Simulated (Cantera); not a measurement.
## Ammonia decomposition in nitride growth gas

A perfectly stirred reactor is fed with 24.4 % NH₃, 75.6 % H₂, at 0.0180 bar; it is held at 2173 K, and followed from long to short residence time.

Detailed kinetics in Cantera: the gas-phase N/H chemistry of the illustrative SiF4/NH3 mechanism in the Surface Chemkin manual (1991). Walls and surfaces, which speed up NH3 decomposition in real reactors, are not modelled.

```tsv
τ (s)	x NH₃	x H₂	x N₂H₂	x N₂H₄	x NH	x H
1.1	0.0481	0.871	5.71e-7	3.49e-10	2.60e-5	0.00230
0.41	0.0979	0.841	1.25e-6	9.02e-10	3.26e-5	0.00176
0.15	0.158	0.806	2.15e-6	1.71e-9	3.77e-5	0.00144
0.054	0.204	0.778	2.81e-6	2.36e-9	3.98e-5	0.00126
0.019	0.229	0.763	2.83e-6	2.50e-9	3.74e-5	0.00113
0.0070	0.239	0.757	2.03e-6	1.98e-9	2.86e-5	0.000958
0.0025	0.243	0.756	6.08e-7	7.96e-10	1.15e-5	0.000596
0.00092	0.244	0.756	6.63e-8	1.37e-10	2.01e-6	0.000247
0.00033	0.244	0.756	6.22e-9	1.80e-11	2.61e-7	8.95e-5
```
x: mole fraction; the columns are a selection and need not sum to one.
